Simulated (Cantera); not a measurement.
What does this Cantera script print?

```python
import numpy as np
import cantera as ct

gas_names = """
    H HO2 H2 H2O H2O2 O OH O2 O3 V VO VO2
""".split()
cond_names = """
    H2O(s) H2O(L) V(cr) V(L) VO(s) VO(L) V2O3(s) V2O3(L) V2O4(I) V2O4(II) V2O4(L) V2O5(s) V2O5(L)
""".split()


# ... load() reads the species with a 1 bar reference pressure and builds the phases ...
atoms = {
    'V2O3': {'V': 2, 'O': 3},
    'H2': {'H': 2},
}
top_T = {}  # K; cautious upper limits of use, not melting points


# ... equilibrate(T, P, feed) seeds the gas with the atoms and calls Mixture.equilibrate('TP', solver="vcs", rtol=1e-11, max_steps=5000) ...
results = []
P = 133.322  # Pa
for T in [850, 900, 950, 1000, 1050, 1100, 1150, 1200, 1250, 1300, 1350]:
    for m in [31, 47, 70, 110, 160, 240, 360, 540, 820, 1200, 1800, 2800]:
        feed = {'V2O3': 1, 'H2': m}  # mol
        mix = equilibrate(T, P, feed)
        results.append((T, P, feed, dict(zip(mix.species_names, mix.species_moles))))

for T, P, feed, n in results:
    print(f"{T:7g} {feed['H2']:10.4g}  " + (" + ".join(c for c in cond_names if n.get(c, 0) > 1e-12) or "gas only"))
```

Output:

```
    850         31  VO(s) + V2O3(s)
    850         47  VO(s) + V2O3(s)
    850         70  VO(s) + V2O3(s)
    850        110  VO(s) + V2O3(s)
    850        160  VO(s) + V2O3(s)
    850        240  VO(s) + V2O3(s)
    850        360  VO(s) + V2O3(s)
    850        540  VO(s) + V2O3(s)
    850        820  VO(s) + V2O3(s)
    850       1200  VO(s) + V2O3(s)
    850       1800  VO(s) + V2O3(s)
    850       2800  VO(s) + V2O3(s)
    900         31  VO(s) + V2O3(s)
    900         47  VO(s) + V2O3(s)
    900         70  VO(s) + V2O3(s)
    900        110  VO(s) + V2O3(s)
    900        160  VO(s) + V2O3(s)
    900        240  VO(s) + V2O3(s)
    900        360  VO(s) + V2O3(s)
    900        540  VO(s) + V2O3(s)
    900        820  VO(s) + V2O3(s)
    900       1200  VO(s) + V2O3(s)
    900       1800  VO(s) + V2O3(s)
    900       2800  VO(s) + V2O3(s)
    950         31  VO(s) + V2O3(s)
    950         47  VO(s) + V2O3(s)
    950         70  VO(s) + V2O3(s)
    950        110  VO(s) + V2O3(s)
    950        160  VO(s) + V2O3(s)
    950        240  VO(s) + V2O3(s)
    950        360  VO(s) + V2O3(s)
    950        540  VO(s) + V2O3(s)
    950        820  VO(s) + V2O3(s)
    950       1200  VO(s) + V2O3(s)
    950       1800  VO(s) + V2O3(s)
    950       2800  VO(s) + V2O3(s)
   1000         31  VO(s) + V2O3(s)
   1000         47  VO(s) + V2O3(s)
   1000         70  VO(s) + V2O3(s)
   1000        110  VO(s) + V2O3(s)
   1000        160  VO(s) + V2O3(s)
   1000        240  VO(s) + V2O3(s)
   1000        360  VO(s) + V2O3(s)
   1000        540  VO(s) + V2O3(s)
   1000        820  VO(s) + V2O3(s)
   1000       1200  VO(s) + V2O3(s)
   1000       1800  VO(s) + V2O3(s)
   1000       2800  VO(s) + V2O3(s)
   1050         31  VO(s) + V2O3(s)
   1050         47  VO(s) + V2O3(s)
   1050         70  VO(s) + V2O3(s)
   1050        110  VO(s) + V2O3(s)
   1050        160  VO(s) + V2O3(s)
   1050        240  VO(s) + V2O3(s)
   1050        360  VO(s) + V2O3(s)
   1050        540  VO(s) + V2O3(s)
   1050        820  VO(s) + V2O3(s)
   1050       1200  VO(s) + V2O3(s)
   1050       1800  VO(s) + V2O3(s)
   1050       2800  VO(s) + V2O3(s)
   1100         31  VO(s) + V2O3(s)
   1100         47  VO(s) + V2O3(s)
   1100         70  VO(s) + V2O3(s)
   1100        110  VO(s) + V2O3(s)
   1100        160  VO(s) + V2O3(s)
   1100        240  VO(s) + V2O3(s)
   1100        360  VO(s) + V2O3(s)
   1100        540  VO(s) + V2O3(s)
   1100        820  VO(s) + V2O3(s)
   1100       1200  VO(s) + V2O3(s)
   1100       1800  VO(s) + V2O3(s)
   1100       2800  VO(s) + V2O3(s)
   1150         31  VO(s) + V2O3(s)
   1150         47  VO(s) + V2O3(s)
   1150         70  VO(s) + V2O3(s)
   1150        110  VO(s) + V2O3(s)
   1150        160  VO(s) + V2O3(s)
   1150        240  VO(s) + V2O3(s)
   1150        360  VO(s) + V2O3(s)
   1150        540  VO(s) + V2O3(s)
   1150        820  VO(s) + V2O3(s)
   1150       1200  VO(s) + V2O3(s)
   1150       1800  VO(s) + V2O3(s)
   1150       2800  VO(s) + V2O3(s)
   1200         31  VO(s) + V2O3(s)
   1200         47  VO(s) + V2O3(s)
   1200         70  VO(s) + V2O3(s)
   1200        110  VO(s) + V2O3(s)
   1200        160  VO(s) + V2O3(s)
   1200        240  VO(s) + V2O3(s)
   1200        360  VO(s) + V2O3(s)
   1200        540  VO(s) + V2O3(s)
   1200        820  VO(s) + V2O3(s)
   1200       1200  VO(s) + V2O3(s)
   1200       1800  VO(s) + V2O3(s)
   1200       2800  VO(s)
   1250         31  VO(s) + V2O3(s)
   1250         47  VO(s) + V2O3(s)
   1250         70  VO(s) + V2O3(s)
   1250        110  VO(s) + V2O3(s)
   1250        160  VO(s) + V2O3(s)
   1250        240  VO(s) + V2O3(s)
   1250        360  VO(s) + V2O3(s)
   1250        540  VO(s) + V2O3(s)
   1250        820  VO(s) + V2O3(s)
   1250       1200  VO(s) + V2O3(s)
   1250       1800  VO(s)
   1250       2800  VO(s)
   1300         31  VO(s) + V2O3(s)
   1300         47  VO(s) + V2O3(s)
   1300         70  VO(s) + V2O3(s)
   1300        110  VO(s) + V2O3(s)
   1300        160  VO(s) + V2O3(s)
   1300        240  VO(s) + V2O3(s)
   1300        360  VO(s) + V2O3(s)
   1300        540  VO(s) + V2O3(s)
   1300        820  VO(s) + V2O3(s)
   1300       1200  VO(s)
   1300       1800  VO(s)
   1300       2800  VO(s)
   1350         31  VO(s) + V2O3(s)
   1350         47  VO(s) + V2O3(s)
   1350         70  VO(s) + V2O3(s)
   1350        110  VO(s) + V2O3(s)
   1350        160  VO(s) + V2O3(s)
   1350        240  VO(s) + V2O3(s)
   1350        360  VO(s) + V2O3(s)
   1350        540  VO(s) + V2O3(s)
   1350        820  VO(s)
   1350       1200  VO(s)
   1350       1800  VO(s)
   1350       2800  VO(s)
```

Method: chemical equilibrium by Gibbs-energy minimisation in Cantera with the NASA 1993 tables (ideal gas, pure condensed phases). Mutual solubility and eutectic melting of coexisting phases are not modelled. VO: taken at fixed stoichiometry. Condensed phases not in the tables: the oxides between V2O3 and V2O5 other than VO2.
